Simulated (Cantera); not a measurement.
An isothermal, constant-pressure homogeneous reactor starts with CH4 : H2 : CO2 = 0.014 : 1 : 0.0031 (molar parts), at 1423 K and 105 Torr. Integrator tolerance rtol = 1e-08.

Detailed kinetics in Cantera: GRI-Mech 3.0 (53 species, 325 reactions). GRI-Mech 3.0 stops at C3 and has no aromatics, soot or wall deposition, so with more carbon than oxygen in the feed, carbon stays in small species such as C2H2 where larger ones or solid carbon would form.

Question: What does this change do: temperature 1423 to 2800 K?

Answer: 
```json
[
 {"quantity": "x(CH4) at 300 s", "before": "0.0106 (gas-phase equilibrium 0.00856)", "after": "3.53e-6 (gas-phase equilibrium 3.58e-6)"},
 {"quantity": "x(H2) at 300 s", "before": "0.982 (gas-phase equilibrium 0.984)", "after": "0.794 (gas-phase equilibrium 0.794)"},
 {"quantity": "x(CO2) at 300 s", "before": "4.14e-6 (gas-phase equilibrium 4.11e-10)", "after": "1.73e-11 (gas-phase equilibrium 1.76e-11)"},
 {"quantity": "x(CH2CO) at 300 s", "before": "1.99e-9 (gas-phase equilibrium 5.16e-10)", "after": "1.16e-10 (gas-phase equilibrium 1.17e-10)"},
 {"quantity": "x(H2O) at 300 s", "before": "0.00299 (gas-phase equilibrium 1.51e-7)", "after": "1.77e-8 (gas-phase equilibrium 1.80e-8)"},
 {"quantity": "x(CH2) at 300 s", "before": "5.16e-11 (gas-phase equilibrium 4.16e-11)", "after": "6.29e-6 (gas-phase equilibrium 6.39e-6)"},
 {"quantity": "x(HO2) at 300 s", "before": "<1e-12 (gas-phase equilibrium <1e-12)", "after": "<1e-12 (gas-phase equilibrium <1e-12)"}
]
```

Question: What does this change do: temperature 1423 to 3000 K?

Answer: 
| quantity | before | after |
|---|---|---|
| x(CH4) at 300 s | 0.0106 (gas-phase equilibrium 0.00856) | 1.41e-6 (gas-phase equilibrium 1.43e-6) |
| x(H2) at 300 s | 0.982 (gas-phase equilibrium 0.984) | 0.648 (gas-phase equilibrium 0.648) |
| x(CO2) at 300 s | 4.14e-6 (gas-phase equilibrium 4.11e-10) | 1.28e-11 (gas-phase equilibrium 1.30e-11) |
| x(CH2CO) at 300 s | 1.99e-9 (gas-phase equilibrium 5.16e-10) | 7.86e-11 (gas-phase equilibrium 7.95e-11) |
| x(H2O) at 300 s | 0.00299 (gas-phase equilibrium 1.51e-7) | 1.24e-8 (gas-phase equilibrium 1.25e-8) |
| x(CH2) at 300 s | 5.16e-11 (gas-phase equilibrium 4.16e-11) | 1.13e-5 (gas-phase equilibrium 1.14e-5) |
| x(HO2) at 300 s | <1e-12 (gas-phase equilibrium <1e-12) | <1e-12 (gas-phase equilibrium <1e-12) |
